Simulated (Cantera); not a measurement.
A closed system holds: 1 mol FeS2, 0.2 mol SO2, 3.5 mol N2, equilibrated at 1.00 bar.

Equilibrium computed with Cantera from the NASA thermochemical tables; the gas is ideal and each condensed phase is pure. Candidate condensed phases: Fe, FeO, FeS, FeSO4, FeS2, Fe2O3, Fe2(SO4)3, Fe3O4, S; 19 gas species. FeS: taken at fixed stoichiometry. Equilibrium is a limit: real reactors are often held back by kinetics, nucleation or transport. All values below are at 1548 K.

Base state: N2 0.833, S2 0.117, SO2 0.0458, S2O 0.00212, SO 0.00146, S 2.39e-5 (mole fractions); condensed: FeS(l).

What changes in the equilibrium state with this change: N2 from 3.5 to 26 mol?


```
species       before     after
-----------  -------  --------
N2             0.833     0.974
S2             0.117    0.0185
SO2           0.0458   0.00720
S2O          0.00212  0.000210
SO           0.00146  0.000364
S            2.39e-5   9.49e-6
FeS(l), mol     1.00      1.00
```
